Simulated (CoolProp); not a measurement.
Carbon monoxide along the isobar 20.3 MPa: density (kg/m³) from the reference equation and from simpler models built on Tc = 132.9 K, pc = 3.498 MPa, ω = 0.050; each cubic takes its own stable root.

The numbers come from the reference Helmholtz-energy equation of state, Lemmon 2006 in CoolProp. It is a short technical equation, of lower accuracy than the large ones.

```
T (K)          phase  reference
-----  -------------  ---------
110.2         liquid      732.8
133.5  supercritical      643.4
156.9  supercritical      547.9
180.3  supercritical      454.9
203.6  supercritical      377.4
227    supercritical      319.1
250.4  supercritical      276.6
273.7  supercritical      245.1
297.1  supercritical      220.8
320.5  supercritical      201.4
343.8  supercritical      185.6
367.2  supercritical      172.4
390.6  supercritical      161.1
```

Problem. How far does each simpler model (Soave-Redlich-Kwong, Peng-Robinson) lie from the reference over these 13 states: mean and median of the absolute difference, and the worst?

Solution. 
- Soave-Redlich-Kwong: mean 1.9 %, median 2.0 %, worst -3.1 % at 203.6 K and 20.3 MPa
- Peng-Robinson: mean 4.9 %, median 3.1 %, worst +12.8 % at 110.2 K and 20.3 MPa
